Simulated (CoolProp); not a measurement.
Vapour-liquid equilibrium of p-xylene (1) + n-nonane (2) at 0.456 MPa; x and y are mole fractions of (1).

Computed with CoolProp (multi-fluid Helmholtz-energy mixture model, Zhou 2012 and Lemmon 2006; pair parameters Bell 2016).

**Question.** Give the bubble temperature and the first vapour's composition at x = 0.05, 0.45, 0.55. Is there an azeotrope?

**Answer.** x = 0.05: 490.7 K, y = 0.062; x = 0.45: 484.9 K, y = 0.500; x = 0.55: 483.7 K, y = 0.598. No azeotrope shows between x = 0.05 and 0.95.

Pair parameters are fitted to limited data, so mixtures are less certain than the pure fluids.
